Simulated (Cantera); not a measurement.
Input: 1 mol SiC, 0.44 mol Si, 0.5 mol H2, equilibrated at 0.000240 bar.

Method: chemical equilibrium by Gibbs-energy minimisation in Cantera with the NASA 1993 tables (ideal gas, pure condensed phases). Candidate condensed phases: C, C6H6, C7H8, C8H18, Si, SiC; 99 gas species. Ions and electrons are included (thermal ionisation). Kinetics and transport are ignored. All values below are at 5000 K.

Base state: Si 0.313, H 0.269, C 0.269, e- 0.0748, Si+ 0.0747, C+ 5.07e-5, C2 1.16e-5 (mole fractions); condensed: gas only.

Question: What changes in the equilibrium state with this change: H2 from 0.5 to 0.092 mol?

Answer: 
| species | before | after |
|---|---|---|
| Si | 0.313 | 0.415 |
| C | 0.269 | 0.348 |
| e- | 0.0748 | 0.0862 |
| H | 0.269 | 0.0641 |
| Si+ | 0.0747 | 0.0861 |
| C2 | 1.16e-5 | 1.94e-5 |
| C+ | 5.07e-5 | 5.70e-5 |
